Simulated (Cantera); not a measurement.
Feed: 1 mol NH3, 0.29 mol O2, 0.092 mol H2, equilibrated at 823.15 K and 370 Pa.

Cantera equilibrium calculation (NASA polynomials, part measured and part estimated; ideal gas, pure solids and liquids). Candidate condensed phases: H2O; 24 gas species. Kinetics and transport are ignored.

Base state: H2 0.484, H2O 0.277, N2 0.239 (mole fractions); condensed: gas only.

### Question
What changes in the equilibrium state with this change: temperature from 823.15 K to 2448 K?

### Answer
```json
[
 {"species": "H2", "before": "0.484", "after": "0.353"},
 {"species": "N2", "before": "0.239", "after": "0.210"},
 {"species": "H2O", "before": "0.277", "after": "0.209"},
 {"species": "H", "before": "<1e-9", "after": "0.195"},
 {"species": "OH", "before": "<1e-9", "after": "0.0224"},
 {"species": "O", "before": "<1e-9", "after": "0.00819"},
 {"species": "O2", "before": "<1e-9", "after": "0.00199"},
 {"species": "NO", "before": "<1e-9", "after": "0.00105"}
]
```

### Question
What changes in the equilibrium state with this change: NH3 replaced by CS2?

### Answer
```json
[
 {"species": "CS2", "before": "0", "after": "0.320"},
 {"species": "S2", "before": "0", "after": "0.243"},
 {"species": "COS", "before": "0", "after": "0.197"},
 {"species": "H2", "before": "0.484", "after": "0.00151"},
 {"species": "H2O", "before": "0.277", "after": "8.25e-5"},
 {"species": "N2", "before": "0.239", "after": "0"},
 {"species": "CO", "before": "0", "after": "0.147"},
 {"species": "H2S", "before": "0", "after": "0.0622"},
 {"species": "CO2", "before": "0", "after": "0.0290"}
]
```
Gases not in the tables: S3 to S7. Further candidate phases: C, C6H6, C7H8, C8H18, H2SO4, S.
